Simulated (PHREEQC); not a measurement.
Hard or scaling water: an equilibrium model

Make-up at 80 °C and 100 atm: 0.001 mol MgCl2 and 0.023 mol CO2 per kg of water. Closed to the air; pH follows from the charge balance.

Equilibrium calculation in PHREEQC: ion-association model, phreeqc.dat.

```
Quantity                        Value
--------------------  ---------------
pH                               3.96
ionic strength        0.00311 mol/kgw
specific conductance        711 µS/cm
```

| species | molality | activity | log γ |
|---|---|---|---|
| CO2 | 0.0228 | 0.0228 | 0.000 |
| Cl- | 0.00200 | 0.00187 | -0.030 |
| Mg+2 | 0.000998 | 0.000768 | -0.114 |
| H+ | 0.000116 | 0.000109 | -0.027 |
| HCO3- | 0.000114 | 0.000107 | -0.029 |
| (CO2)2 | 3.61e-5 | 3.62e-5 | 0.000 |
| MgHCO3+ | 1.65e-6 | 1.55e-6 | -0.029 |

Precipitation was switched off in this run. Under pressure, the constants of complexes without a molar volume in the database are unreliable. Constants without temperature data keep their 25 °C values here.
